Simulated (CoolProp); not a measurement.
A single-stage vapour-compression cycle with the fluid: evaporating at 288.15 K (dew point), condensing at 325.15 K (bubble point), superheat 5 K, subcooling 0 K, compressor efficiency 0.7, no pressure losses. The same conditions are run with several fluids, on thermodynamics alone (safety and materials aside).

Values from CoolProp's reference Helmholtz-energy equation of state of each fluid (R114: Platzer 1990; chlorine: Thol 2021; R143a: Lemmon and Jacobsen 2000; R245ca: Zhou 2016; hydrogen sulfide: Lemmon 2006; R407C: Lemmon 2003). The equations of Platzer and Polt are older, rougher fits. Blends and air are pseudo-pure fits.

Task: Rank R114, chlorine, R143a, R245ca, hydrogen sulfide, R407C by cooling COP, highest first.

Result: R245ca (4.66), chlorine (4.62), R114 (4.48), hydrogen sulfide (4.28), R143a (3.77), R407C (3.56)

| fluid | pressure ratio | discharge temperature (K) | refrigerating effect (kJ/kg) | volumetric capacity (kJ/m³) |
|---|---|---|---|---|
| R114 | 3.07 | 329.4 | 98.0 | 1110 |
| chlorine | 2.58 | 396.3 | 221 | 4100 |
| R143a | 2.50 | 341.7 | 113 | 4680 |
| R245ca | 3.84 | 334.5 | 163 | 616 |
| hydrogen sulfide | 2.37 | 384.8 | 357 | 9100 |
| R407C | 3.07 | 354.8 | 141 | 4390 |
